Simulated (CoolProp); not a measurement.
Octamethylcyclotetrasiloxane (D4) along the isobar 5.3 MPa: density (kg/m³) from the reference equation and from simpler models built on Tc = 313.4 °C, pc = 1.347 MPa, ω = 0.598; each cubic takes its own stable root.

Values from CoolProp's reference Helmholtz-energy equation of state, Thol 2015.

```json
[
 {"T (°C)": "138.95", "phase": "liquid", "reference": "831.9"},
 {"T (°C)": "159.15", "phase": "liquid", "reference": "808.7"},
 {"T (°C)": "179.35", "phase": "liquid", "reference": "784.9"},
 {"T (°C)": "199.45", "phase": "liquid", "reference": "760.7"},
 {"T (°C)": "219.65", "phase": "liquid", "reference": "735.7"},
 {"T (°C)": "239.85", "phase": "liquid", "reference": "709.7"},
 {"T (°C)": "260.05", "phase": "liquid", "reference": "682.7"},
 {"T (°C)": "280.25", "phase": "liquid", "reference": "654.3"},
 {"T (°C)": "300.45", "phase": "liquid", "reference": "624.4"},
 {"T (°C)": "320.65", "phase": "supercritical", "reference": "592.6"}
]
```

How far does each simpler model (van der Waals, Redlich-Kwong, Soave-Redlich-Kwong, Peng-Robinson) lie from the reference over these 10 states: mean and median of the absolute difference, and the worst?


- van der Waals: mean 33.5 %, median 34.2 %, worst -38.1 % at 138.95 °C and 5.3 MPa
- Redlich-Kwong: mean 11.1 %, median 11.4 %, worst -13.0 % at 138.95 °C and 5.3 MPa
- Soave-Redlich-Kwong: mean 7.6 %, median 7.4 %, worst -8.9 % at 320.65 °C and 5.3 MPa
- Peng-Robinson: mean 3.6 %, median 4.0 %, worst +4.5 % at 219.65 °C and 5.3 MPa
